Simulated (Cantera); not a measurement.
A perfectly stirred reactor is fed with 52.6 % NH3, 47.4 % H2, at 0.470 bar; it is held at 1550 K, and followed from long to short residence time.

Computed with Cantera and the gas-phase N/H chemistry of the illustrative SiF4/NH3 mechanism in the Surface Chemkin manual (1991). Walls and surfaces, which speed up NH3 decomposition in real reactors, are not modelled.

Predict: x(NH3) at τ = 29.0 s; x(H2) at τ = 29.0 s; x(NH2) at τ = 29.0 s; x(H) at τ = 29.0 s; x(N2) at τ = 29.0 s; x(NH3) at τ = 0.220 s; x(H2) at τ = 0.220 s; x(NH2) at τ = 0.220 s; x(H) at τ = 0.220 s; x(N2) at τ = 0.220 s.


```json
{
  "x(NH3) at τ = 29.0 s": "0.326",
  "x(H2) at τ = 29.0 s": "0.609",
  "x(NH2) at τ = 29.0 s": "2.98e-5",
  "x(H) at τ = 29.0 s": "2.43e-5",
  "x(N2) at τ = 29.0 s": "0.0657",
  "x(NH3) at τ = 0.220 s": "0.523",
  "x(H2) at τ = 0.220 s": "0.476",
  "x(NH2) at τ = 0.220 s": "4.30e-5",
  "x(H) at τ = 0.220 s": "1.70e-5",
  "x(N2) at τ = 0.220 s": "0.00101"
}
```
